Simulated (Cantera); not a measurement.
Feed: 1 mol AlN, 0.18 mol H₂O, 190 mol H₂, at 10.0 Torr.

These are equilibrium values from Cantera (NASA tables, ideal gas, pure condensed phases), not measurements of a reactor. Candidate condensed phases: Al, AlN, Al₂O₃, H₂O; 35 gas species. Mutual solubility and eutectic melting of coexisting phases are not modelled. The tables' values for AlOH are old estimates; treat these amounts as uncertain. Condensed phases not in the tables: aluminium oxynitride. Equilibrium is a limit: real reactors are often held back by kinetics, nucleation or transport.

x: gas mole fraction; n: condensed amount in mol.

```tsv
T (K)	x H₂	x H	x Al	x N₂	n AlN(s)	n Al₂O₃(s)
1398	1.000	4.10e-5	5.43e-8	0.000315	0.880	0.0600
1498	1.000	0.000149	2.11e-6	0.000317	0.880	0.0600
1598	0.999	0.000461	4.91e-5	0.000349	0.867	0.0593
1698	0.997	___	___	___	___	___
1798	0.990	0.00303	0.00318	0.00261	0	0
1898	0.986	0.00672	0.00323	0.00260	0	0
1998	0.979	___	0.00333	0.00259	0	0
2098	0.967	0.0262	0.00358	0.00258	0	0
```

Fill in the missing entries.


- 1998, x H: 0.0137
- 1698, x H: 0.00125
- 1698, x Al: 0.000555
- 1698, x N₂: 0.000764
- 1698, n AlN(s): 0.709
- 1698, n Al₂O₃(s): 0.0453
